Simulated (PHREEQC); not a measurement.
A PHREEQC speciation (ion-association model, phreeqc.dat) at 83 °C gives pH 1.81 and these molalities:

```
species     mol/kgw
---------  --------
HF           0.0208
H+           0.0174
BF4-         0.0155
H3BO3       0.00405
BF3OH-     0.000933
BF2(OH)2-  0.000474
F-         0.000354
HF2-        3.02e-5
SiF6-2      2.80e-5
H4SiO4      2.70e-5
BF(OH)3-    1.08e-6
```

Task: What are the element totals, and what could have been dissolved in 1 kg of water to give them?

Result: Several could match; the one computed here: totals B 0.0210, F 0.0873, Si 5.50e-5 mol/kgw, from 0.003 mol HF, 5.5e-05 mol H2SiF6 and 0.021 mol HBF4 per kg of water.

Precipitation was switched off in this run. Under pressure, the constants of complexes without a molar volume in the database are unreliable. Constants without temperature data keep their 25 °C values here. SiF6-2 is the database's only silicon fluoride. Real BF4- forms and hydrolyses slowly; the run takes it at equilibrium.
